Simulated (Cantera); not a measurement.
Feed: 1 mol SiH2Cl2, 0.47 mol N2, 2 mol H2, held at 10.0 Torr.

Equilibrium computed with Cantera from the NASA thermochemical tables; the gas is ideal and each condensed phase is pure. Candidate condensed phases: NH4Cl, Si, Si3N4; 28 gas species. N2 is the only nitrogen source here; it is nearly inert below about 1500 K, so the nitride shown seldom forms there in practice. Mutual solubility and eutectic melting of coexisting phases are not modelled. The tables' values for SiCl3, SiCl are old estimates; treat these amounts as uncertain. Gases not in the tables: Si2H6 and higher silanes. Equilibrium is a limit: real reactors are often held back by kinetics, nucleation or transport.

x: gas mole fraction; n: condensed amount in mol.

```
T (K)   x H2  x HCl  x SiCl2      x N2   x SiCl4  x SiCl3  x SiHCl3  n Si3N4(s)  n Si(s)  n Si(l)
-----  -----  -----  -------  --------  --------  -------  --------  ----------  -------  -------
1223   0.670  0.250   0.0108  0.000415    0.0550  0.00864   0.00454       0.234        0        0
1273   0.651  0.269   0.0215  0.000879    0.0415   0.0117   0.00402       0.233        0        0
1323   0.632  0.286   0.0353   0.00216    0.0278   0.0134   0.00311       0.231        0        0
1373   0.616  0.295   0.0508   0.00522    0.0165   0.0135   0.00218       0.225        0        0
1423   0.608  0.290   0.0680    0.0109   0.00879   0.0123   0.00143       0.213        0        0
1473   0.607  0.272   0.0865    0.0193   0.00424   0.0104  0.000890  (withheld)        0        0
1523   0.610  0.244    0.105    0.0293   0.00190  0.00818  0.000533  (withheld)        0        0
1573   0.617  0.212    0.123    0.0398  0.000804  0.00614  0.000309  (withheld)        0        0
1623   0.624  0.181    0.140    0.0498  0.000330  0.00445  0.000176  (withheld)        0        0
1673   0.615  0.158    0.147    0.0747  0.000142  0.00316   9.89e-5  (withheld)    0.128        0
1723   0.593  0.156    0.142     0.105   7.53e-5  0.00238   5.90e-5           0        0    0.354
1773   0.590  0.160    0.140     0.105   4.48e-5  0.00192   3.87e-5           0        0    0.362
1823   0.586  0.164    0.138     0.105   2.74e-5  0.00156   2.59e-5           0        0    0.370
1873   0.583  0.168    0.136     0.105   1.71e-5  0.00128   1.77e-5           0        0    0.376
```

Task: Complete the blanks.

Result: 
- 1473, n Si3N4(s): 0.196
- 1523, n Si3N4(s): 0.175
- 1573, n Si3N4(s): 0.153
- 1623, n Si3N4(s): 0.130
- 1673, n Si3N4(s): 0.0739
